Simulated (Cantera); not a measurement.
**Thermodynamics of halide evaporation, hydrolysis and transport, feed FeCl₂ + H₂O + H₂**

Charge: 1 mol FeCl₂, 0.15 mol H₂O, 0.48 mol H₂.

These are equilibrium values from Cantera (NASA tables, ideal gas, pure condensed phases), not measurements of a reactor. Candidate condensed phases: Fe, FeCl₂, FeCl₃, FeO, Fe(OH)₂, Fe(OH)₃, Fe₂O₃, Fe₃O₄, H₂O; 22 gas species. Each liquid is taken as pure. Mutual solubility and eutectic melting of coexisting phases are not modelled. The tables' stoichiometric FeO is somewhat more stable than real wüstite, so its field is too wide. FeO: taken at fixed stoichiometry. Kinetics and transport are ignored.

Stable condensed phases:

```
T in °C \ P in Pa
           0.10   0.46    2.2     10     46    220   1000   4600  22000 100000
   1802       A      A      A      A      A      A      B      B      B      B
   1702       A      A      A      A      A      C      B      B      B      B
   1602       A      A      A      A      A      B      B      B      B      B
   1502       A      A      A      A      B      B      B      B      B      B
   1402       A      A      A      B      B      B      B      B      B      B
   1302       A      C      B      B      B      B      B      B      B      B
   1202       B      B      B      B      B      B      B      B      B      B
   1102       B      B      B      B      B      B      B      B      B      B
   1002       B      B      B      B      B      B      B      B      B      B
    902       B      B      B      B      B      B      B      B      B      D
    802       B      B      B      B      B      B      B      B      D      D
```

A: gas only; B: Fe + FeO; C: FeO; D: Fe + FeCl₂ + FeO.
